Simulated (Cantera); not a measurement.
# Abatement and gas-phase synthesis: CS2 + H2

Feed: 1 mol CS2, 0.034 mol H2, equilibrated at 2475 K and 10000 Pa.

These are equilibrium values from Cantera (NASA tables, ideal gas, pure condensed phases), not measurements of a reactor. Candidate condensed phases: C, C6H6, C7H8, C8H18, S; 83 gas species. Equilibrium is a limit: real reactors are often held back by kinetics, nucleation or transport.

The x(CS) is 0.484, the x(CS2) comes out as 0.218 and the x(S2) comes out as 0.209. The x(S) is 0.0569. The x(H2) is 0.0145 and the x(SH) is 0.00920. The x(H) comes out as 0.00857, the x(H2S) comes out as 0.000436 and the x(C2H2 (acetylene)) comes out as 1.14e-5. The gas amount is 1.425 mol. The log10 activity of C(graphite) (absent) is -0.55 and the log10 activity of S(l) (absent) is -2.60.
